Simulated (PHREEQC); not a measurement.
Solution (25 °C): 7.5 mmol/kgw NiCl2 and 1.2 mmol/kgw H3BO3. Closed to the air; pH follows from the charge balance.

The numbers come from PHREEQC with the ion-association model, wateq4f.dat.

```tsv
quantity	before	after
pH	5.94	6.26
H2BO3- (mol/kgw)	7.08e-7	2.69e-7
```

Problem. Which change was made?
A. H3BO3 from 0.0012 to 0.0006 mol/kgw
B. NiCl2 replaced by ZnCl2 at the same molality
C. NiCl2 replaced by CdCl2 at the same molality
D. H3BO3 from 0.0012 to 0.0018 mol/kgw
E. diluted 5-fold with water

Solution. E, diluted 5-fold with water

No solid was allowed to form.
